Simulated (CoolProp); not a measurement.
Octamethyltrisiloxane (MDM) along the isobar 0.433 MPa: fugacity coefficient from the reference equation and from simpler models built on Tc = 292.2 °C, pc = 1.438 MPa, ω = 0.528; each cubic takes its own stable root.

Model: reference Helmholtz-energy equation of state, Thol 2017, in CoolProp.

| T (°C) | phase | reference |
|---|---|---|
| 57.55 | liquid | 0.007775 |
| 62.95 | liquid | 0.01012 |
| 68.35 | liquid | 0.01302 |
| 73.65 | liquid | 0.01651 |
| 79.05 | liquid | 0.02082 |
| 84.45 | liquid | 0.02601 |
| 89.85 | liquid | 0.03220 |
| 95.15 | liquid | 0.03938 |
| 100.55 | liquid | 0.04796 |
| 105.95 | liquid | 0.05795 |
| 111.25 | liquid | 0.06928 |

### Question
How far does each simpler model (van der Waals, Redlich-Kwong, Soave-Redlich-Kwong) lie from the reference over these 11 states: mean and median of the absolute difference, and the worst?

### Answer
- van der Waals: mean 1516.4 %, median 1310.2 %, worst +3042.1 % at 57.55 °C and 0.433 MPa
- Redlich-Kwong: mean 368.7 %, median 347.5 %, worst +586.0 % at 57.55 °C and 0.433 MPa
- Soave-Redlich-Kwong: mean 1.0 %, median 0.7 %, worst +2.7 % at 57.55 °C and 0.433 MPa
